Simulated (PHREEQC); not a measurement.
Solution A (6 mmol/kgw HF, 0.28 mmol/kgw NH4F and 9.2 mmol/kgw HCl) is mixed with solution B (0.088 mol/kgw NaBr, 0.094 mol/kgw KCl and 0.00025 mol/kgw NaCl) at 25 °C; shares are by mass of water, 1 kg in all. Oxygen is held at 0.21 atm. CO2 from the air is kept out. Solids allowed: Halite. Others were left out.

The series has 11 steps of share of solution B, from 0 to 1.

Computed with PHREEQC (ion-association model, wateq4f.dat).

Between which two steps does the pH jump most, and from what to what?

Between share of solution B = 0.9 and 1: from 3.01 to 6.98.
